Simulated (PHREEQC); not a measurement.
Model water analysis in mg/kgw, 20 °C, pH 6.51, pe 11.9:

```
constituent         mg/kgw
------------------  ------
Na                     113
K                       23
Ca                     235
Mg                    42.6
Cl                     157
S(6) as SO4            204
Alkalinity as HCO3     750
Cd                   0.362
```

Valence states are taken as typed.

The numbers come from PHREEQC with the ion-association model, wateq4f.dat.

```
Quantity                       Value
--------------------  --------------
ionic strength        0.0272 mol/kgw
charge-balance error          -0.6 %
```

```
species  molality  activity   log γ
-------  --------  --------  ------
HCO3-      0.0118    0.0101  -0.065
CO2       0.00750   0.00755   0.003
Ca+2      0.00504   0.00278  -0.258
Na+       0.00487   0.00418  -0.067
Cl-       0.00443   0.00377  -0.070
SO4-2     0.00152  0.000830  -0.264
```

No solid was allowed to form. Examples of supersaturated solids here: Otavite. Others may be too. Complexes and solids missing from the database can't appear. The database's cadmium carbonate complexes are estimates of doubtful size.
